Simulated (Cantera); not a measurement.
An isothermal, constant-pressure homogeneous reactor starts with 0.996 % CO, 2.93 % O2, 37.5 % H2O, 58.6 % N2, equivalence ratio 0.17, at 1123 K and 700000 Pa.

Detailed kinetics in Cantera: GRI-Mech 3.0 (53 species, 325 reactions).

x: mole fraction; the columns are a selection and need not sum to one.

```tsv
t (s)	x CO	x O2	x H2O	x N2O	x H2O2	x NO
9.00e-5	0.00996	0.0293	0.375	<1e-12	2.16e-11	<1e-12
0.000238	0.00996	0.0293	0.375	<1e-12	1.17e-10	<1e-12
0.000630	0.00996	0.0293	0.375	1.24e-12	5.01e-10	<1e-12
0.00167	0.00996	0.0293	0.375	6.12e-12	2.80e-9	<1e-12
0.00441	0.00994	0.0293	0.375	8.13e-11	8.54e-8	<1e-12
0.0117	0.00944	0.0290	0.375	___	1.04e-6	<1e-12
0.0309	0.00797	0.0283	0.375	___	8.95e-7	<1e-12
0.0816	0.00535	0.0271	0.376	___	5.73e-7	<1e-12
0.216	0.00237	0.0256	0.376	___	2.22e-7	<1e-12
0.571	0.000532	0.0247	0.377	___	4.35e-8	<1e-12
1.51	3.01e-5	0.0244	0.377	___	2.41e-9	3.10e-12
4.00	6.12e-11	0.0244	0.377	___	1.79e-9	1.83e-11
```

Question: Some entries are withheld; supply them.

Answer: 
- 0.0117, x N2O: 1.66e-9
- 0.0309, x N2O: 6.58e-9
- 0.0816, x N2O: 1.64e-8
- 0.216, x N2O: 3.01e-8
- 0.571, x N2O: 3.92e-8
- 1.51, x N2O: 3.00e-8
- 4.00, x N2O: 1.03e-8
